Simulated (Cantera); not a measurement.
Stirred combustor or abatement burner

A perfectly stirred reactor is fed with 5.38 % CH₄, 19.9 % O₂, 74.7 % N₂, at 0.424 atm; it is adiabatic with a 348 K inlet, and is followed from long to short residence time, starting on the burning branch (τ in s: 0.12, 0.044, 0.016, 0.006, 0.0022, 0.00082, 0.0003, 0.00011, 4.1e-05).

Detailed kinetics in Cantera: GRI-Mech 3.0 (53 species, 325 reactions).

| τ (s) | T (K) | x CH₄ | x O₂ | x H₂ | x C₂H | x H₂O₂ | x CH₂ |
|---|---|---|---|---|---|---|---|
| 0.12 | 1586 | 2.16e-5 | 0.0913 | 0.000153 | <1e-12 | 1.04e-7 | 5.10e-8 |
| 0.044 | 1578 | 4.07e-5 | 0.0914 | 0.000290 | <1e-12 | 1.59e-7 | 1.12e-7 |
| 0.016 | 1562 | 7.84e-5 | 0.0917 | 0.000539 | <1e-12 | 2.41e-7 | 2.35e-7 |
| 0.0060 | 1536 | 0.000155 | 0.0925 | 0.000945 | 1.55e-12 | 3.66e-7 | 4.55e-7 |
| 0.0022 | 1488 | 0.000352 | 0.0946 | 0.00160 | 3.36e-12 | 5.86e-7 | 8.70e-7 |
| 0.00082 | 1389 | 0.00126 | 0.101 | 0.00280 | 1.16e-11 | 1.09e-6 | 1.93e-6 |
| 0.00030 | 348 | 0.0538 | 0.199 | <1e-12 | <1e-12 | <1e-12 | <1e-12 |
| 0.00011 | 348 | 0.0538 | 0.199 | <1e-12 | <1e-12 | <1e-12 | <1e-12 |
| 4.1e-5 | 348 | 0.0538 | 0.199 | <1e-12 | <1e-12 | <1e-12 | <1e-12 |
x: mole fraction; the columns are a selection and need not sum to one.
